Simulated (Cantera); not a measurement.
Gas mixture: C2H6 : N2 : C2H2 = 0.56 : 0.88 : 0.21 (molar parts), at 26000 Pa, frozen composition.

Cantera's kinetic-theory transport with the Lennard-Jones parameters of GRI-Mech 3.0, ideal gas; thermal conductivity in the multicomponent form. The composition is frozen, though it would react at the higher temperatures.

D: mixture-averaged diffusion coefficient of that species in the mixture.

```json
[
 {"T (K)": "400", "ρ (kg/m³)": "0.222", "cp (J/kg/K)": "1551", "μ (µPa s)": "16.9", "λ (mW/m/K)": "34.1", "Pr": "0.768", "D (cm²/s) H2O": "1.28", "D (cm²/s) N2": "1.00", "D (cm²/s) CH3": "1.26"},
 {"T (K)": "650", "ρ (kg/m³)": "0.137", "cp (J/kg/K)": "1964", "μ (µPa s)": "24.5", "λ (mW/m/K)": "61.6", "Pr": "0.781", "D (cm²/s) H2O": "3.20", "D (cm²/s) N2": "2.35", "D (cm²/s) CH3": "2.95"},
 {"T (K)": "900", "ρ (kg/m³)": "0.0989", "cp (J/kg/K)": "2272", "μ (µPa s)": "30.8", "λ (mW/m/K)": "89.2", "Pr": "0.786", "D (cm²/s) H2O": "5.77", "D (cm²/s) N2": "4.10", "D (cm²/s) CH3": "5.14"},
 {"T (K)": "1150", "ρ (kg/m³)": "0.0774", "cp (J/kg/K)": "2509", "μ (µPa s)": "(withheld)", "λ (mW/m/K)": "(withheld)", "Pr": "0.788", "D (cm²/s) H2O": "(withheld)", "D (cm²/s) N2": "(withheld)", "D (cm²/s) CH3": "(withheld)"},
 {"T (K)": "1400", "ρ (kg/m³)": "0.0636", "cp (J/kg/K)": "2678", "μ (µPa s)": "41.6", "λ (mW/m/K)": "141", "Pr": "0.788", "D (cm²/s) H2O": "12.5", "D (cm²/s) N2": "8.62", "D (cm²/s) CH3": "10.8"},
 {"T (K)": "1650", "ρ (kg/m³)": "0.0539", "cp (J/kg/K)": "2802", "μ (µPa s)": "46.3", "λ (mW/m/K)": "165", "Pr": "0.789", "D (cm²/s) H2O": "16.6", "D (cm²/s) N2": "11.3", "D (cm²/s) CH3": "14.2"},
 {"T (K)": "1900", "ρ (kg/m³)": "0.0468", "cp (J/kg/K)": "2893", "μ (µPa s)": "50.8", "λ (mW/m/K)": "187", "Pr": "0.788", "D (cm²/s) H2O": "21.0", "D (cm²/s) N2": "14.3", "D (cm²/s) CH3": "18.0"},
 {"T (K)": "2150", "ρ (kg/m³)": "0.0414", "cp (J/kg/K)": "2959", "μ (µPa s)": "(withheld)", "λ (mW/m/K)": "(withheld)", "Pr": "0.788", "D (cm²/s) H2O": "(withheld)", "D (cm²/s) N2": "(withheld)", "D (cm²/s) CH3": "(withheld)"}
]
```

Task: What belongs in the gaps?

Result: 
- 1150, μ (µPa s): 36.5
- 1150, λ (mW/m/K): 116
- 1150, D (cm²/s) H2O: 8.89
- 1150, D (cm²/s) N2: 6.20
- 1150, D (cm²/s) CH3: 7.77
- 2150, μ (µPa s): 55.1
- 2150, λ (mW/m/K): 207
- 2150, D (cm²/s) H2O: 25.9
- 2150, D (cm²/s) N2: 17.6
- 2150, D (cm²/s) CH3: 22.1
